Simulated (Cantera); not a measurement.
Equilibrium for metals in furnace atmospheres: Ni + H2S + N2

Feed: 1 mol Ni, 3.1 mol H2S, 2.3 mol N2, held at 1573.15 K and 1.00 bar.

These are equilibrium values from Cantera (NASA tables, ideal gas, pure condensed phases), not measurements of a reactor. Candidate condensed phases: Ni, NiS, NiS2, Ni3S2, Ni3S4, S; 17 gas species. Kinetics and transport are ignored.

```json
{
 "x(N2)": "0.387",
 "x(H2)": "0.293",
 "x(H2S)": "0.227",
 "x(S2)": "0.0895",
 "x(SH)": "0.00346",
 "x(S)": "2.74e-5",
 "x(H)": "2.20e-5",
 "x(NH3)": "4.95e-6",
 "n(Ni3S2(l))": "0.333 mol",
 "gas_amount": "5.942 mol",
 "log10 activity of NiS(l) (absent)": "-0.56",
 "log10 activity of Ni(s) (absent)": "-1.18",
 "log10 activity of S(l) (absent)": "-1.81"
}
```
